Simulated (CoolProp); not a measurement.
Vapour-liquid equilibrium of hydrogen sulfide (1) + n-butane (2) at 0.188 MPa; x and y are mole fractions of (1).

Values from CoolProp's multi-fluid Helmholtz-energy mixture model, Lemmon 2006 and Bücker 2006; pair parameters Kunz 2012.

```json
[
 {"x": "0.05", "bubble temperature (K)": "271.0", "y at the bubble point": "0.503", "dew temperature at overall composition x (K)": "288.6", "liquid density (mol/L)": "10.60"},
 {"x": "0.125", "bubble temperature (K)": "253.3", "y at the bubble point": "0.774", "dew temperature at overall composition x (K)": "286.1", "liquid density (mol/L)": "11.37"},
 {"x": "0.2", "bubble temperature (K)": "243.9", "y at the bubble point": "0.863", "dew temperature at overall composition x (K)": "283.6", "liquid density (mol/L)": "12.08"},
 {"x": "0.275", "bubble temperature (K)": "238.5", "y at the bubble point": "0.901", "dew temperature at overall composition x (K)": "280.8", "liquid density (mol/L)": "12.82"},
 {"x": "0.35", "bubble temperature (K)": "235.2", "y at the bubble point": "0.921", "dew temperature at overall composition x (K)": "277.9", "liquid density (mol/L)": "13.64"},
 {"x": "0.425", "bubble temperature (K)": "233.2", "y at the bubble point": "0.933", "dew temperature at overall composition x (K)": "274.7", "liquid density (mol/L)": "14.55"},
 {"x": "0.5", "bubble temperature (K)": "231.8", "y at the bubble point": "0.940", "dew temperature at overall composition x (K)": "271.2", "liquid density (mol/L)": "15.60"},
 {"x": "0.575", "bubble temperature (K)": "230.8", "y at the bubble point": "0.946", "dew temperature at overall composition x (K)": "267.2", "liquid density (mol/L)": "16.79"},
 {"x": "0.65", "bubble temperature (K)": "229.9", "y at the bubble point": "0.951", "dew temperature at overall composition x (K)": "262.7", "liquid density (mol/L)": "18.14"},
 {"x": "0.725", "bubble temperature (K)": "229.2", "y at the bubble point": "0.957", "dew temperature at overall composition x (K)": "257.4", "liquid density (mol/L)": "19.69"},
 {"x": "0.8", "bubble temperature (K)": "228.4", "y at the bubble point": "0.963", "dew temperature at overall composition x (K)": "250.9", "liquid density (mol/L)": "21.45"},
 {"x": "0.875", "bubble temperature (K)": "227.6", "y at the bubble point": "0.972", "dew temperature at overall composition x (K)": "242.3", "liquid density (mol/L)": "23.43"},
 {"x": "0.95", "bubble temperature (K)": "226.6", "y at the bubble point": "0.986", "dew temperature at overall composition x (K)": "230.1", "liquid density (mol/L)": "25.61"}
]
```

No azeotrope shows between x = 0.05 and 0.95.

The pair parameters rest on a limited set of measurements; away from them the model extrapolates. With so large a gap from Raoult's law the liquid may split in two, which this calculation doesn't test in full.
